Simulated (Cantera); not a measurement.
Premixed flame

A freely propagating, adiabatic, planar premixed flame of CO : H2 : O2 : N2 = 1 : 0.26 : 0.45 : 1.69 (molar parts), unburnt at 375 K and 4.60 bar; unity-Lewis-number transport, grid criteria slope 0.08 and curve 0.16, no radiation.

Computed with Cantera and GRI-Mech 3.0 (53 species, 325 reactions). The hydrogen kinetics of GRI-Mech 3.0 are dated; newer H2 mechanisms differ, most at raised pressure. Unity Lewis numbers drop preferential diffusion, which matters most where H2 and H carry the flame. Burning velocities carry a grid error of a few per cent, more on coarse grids.

```csv
z (mm),T (K),u (m/s),x CO,x H2,x O2,x CO2,x NO2,x O
-0.243,375,0.877,0.294,0.0765,0.132,5.93e-7,<1e-8,<1e-8
-0.162,375,0.877,0.294,0.0765,0.132,1.34e-5,<1e-8,<1e-8
-0.121,376,0.880,0.294,0.0764,0.132,7.74e-5,<1e-8,<1e-8
-0.0809,386,0.901,0.294,0.0760,0.132,0.000684,5.23e-8,3.19e-8
-0.0405,536,1.24,0.286,0.0695,0.124,0.0106,5.17e-7,6.27e-6
-0.0202,897,2.03,0.267,0.0521,0.105,0.0364,2.07e-7,0.000266
0,1383,3.04,0.229,0.0223,0.0686,0.0837,1.91e-8,0.00373
0.0202,1692,3.64,0.191,0.00971,0.0405,0.129,2.09e-8,0.00802
0.0405,1864,3.96,0.167,0.00941,0.0276,0.156,2.25e-8,0.00818
0.0809,2039,4.28,0.148,0.0100,0.0180,0.179,2.46e-8,0.00604
0.162,2186,4.54,0.137,0.00916,0.0117,0.194,2.77e-8,0.00343
0.324,2296,4.72,0.129,0.00816,0.00686,0.206,2.94e-8,0.00171
0.647,2370,4.84,0.122,0.00750,0.00346,0.214,2.81e-8,0.000766
```
x: mole fraction of selected species; z is measured from the peak of heat release.

```
Item                          Value
------------------------  ---------
laminar burning velocity  87.7 cm/s
thermal thickness         0.0809 mm
peak x(O)                   0.00842
grid points                     114
```
